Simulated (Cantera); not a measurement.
Premixed flame

A freely propagating, adiabatic, planar premixed flame of 3.45 % C₃H₈, 20.3 % O₂, 76.3 % N₂, equivalence ratio 0.85, unburnt at 325 K and 101000 Pa; mixture-averaged transport, grid criteria slope 0.08 and curve 0.16, no radiation.

Cantera simulation using GRI-Mech 3.0 (53 species, 325 reactions); the numbers are that mechanism's predictions, not measurements. GRI-Mech 3.0 was tuned for natural gas; its chemistry of propane as a main component is partial and can be far from experiment. Burning velocities carry a grid error of a few per cent, more on coarse grids.

```csv
z (mm),T (K),u (m/s),x C₃H₈,x O₂,x HCO,x H₂,x C₂H,x OH
-1.08,325,0.476,0.0345,0.203,<1e-8,0.000388,<1e-8,<1e-8
-0.722,326,0.478,0.0345,0.203,<1e-8,0.00129,<1e-8,<1e-8
-0.541,330,0.484,0.0344,0.202,<1e-8,0.00254,<1e-8,<1e-8
-0.361,370,0.545,0.0341,0.198,<1e-8,0.00534,<1e-8,8.58e-8
-0.180,727,1.10,0.0272,0.166,1.87e-7,0.0103,<1e-8,1.45e-5
-0.0902,1142,1.76,0.0118,0.125,9.23e-6,0.0127,<1e-8,0.000182
0,1541,2.42,0.000539,0.0809,5.71e-5,0.0124,3.45e-7,0.00185
0.0902,1705,2.68,6.45e-7,0.0567,1.26e-5,0.00868,2.47e-7,0.00473
0.180,1764,2.76,<1e-8,0.0476,7.01e-7,0.00678,1.19e-8,0.00621
0.361,1837,2.85,<1e-8,0.0412,4.04e-8,0.00614,<1e-8,0.00706
0.722,1923,2.97,<1e-8,0.0370,1.72e-8,0.00529,<1e-8,0.00709
1.44,2007,3.08,<1e-8,0.0340,<1e-8,0.00377,<1e-8,0.00633
2.89,2075,3.17,<1e-8,0.0315,<1e-8,0.00232,<1e-8,0.00515
```
x: mole fraction of selected species; z is measured from the peak of heat release.

The laminar burning velocity is 47.6 cm/s and the thermal thickness comes out as 0.361 mm. The peak x(HCO) is 5.71e-5 and the peak x(H₂) is 0.0132. The peak x(C₂H) comes out as 5.27e-7. The peak x(OH) comes out as 0.00719.
